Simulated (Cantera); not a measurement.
An adiabatic, constant-volume homogeneous reactor starts with CH4 : CO : O2 : N2 : H2O = 1 : 0.24 : 0.922 : 3.47 : 0.4 (molar parts), at 1748 K and 5480 Torr.

Model: GRI-Mech 3.0 (53 species, 325 reactions), integrated in Cantera.

One state of this run: T (K) = 2824; P (bar) = 14.0; x CH4 = 1.11e-9; x CO = 0.154; x O2 = 3.03e-5; x CO2 = 0.0189; x O = 8.81e-5; x NO = 0.000359. x: mole fraction; the columns are a selection and need not sum to one.

Which value of t (s) does it belong to?
A) 4.00e-6
B) 8.66e-6
C) 0.0426
D) 1.88e-5

C, 0.0426
